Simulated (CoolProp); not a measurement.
Vapour-liquid equilibrium of CH2F2 (R32) (1) + dimethyl ether (2) at 1.46 MPa; x and y are mole fractions of (1).

The numbers come from the multi-fluid Helmholtz-energy mixture model, Tillner-Roth 1997 and Wu 2011; pair parameters Bell 2016 in CoolProp.

Q: Give the bubble temperature and the first vapour's composition at x = 0.425, 0.65, 0.95. Is there an azeotrope?

A: x = 0.425: 311.9 K, y = 0.619; x = 0.65: 303.1 K, y = 0.807; x = 0.95: 294.1 K, y = 0.976. No azeotrope shows between x = 0.05 and 0.95.

The pair parameters rest on a limited set of measurements; away from them the model extrapolates.
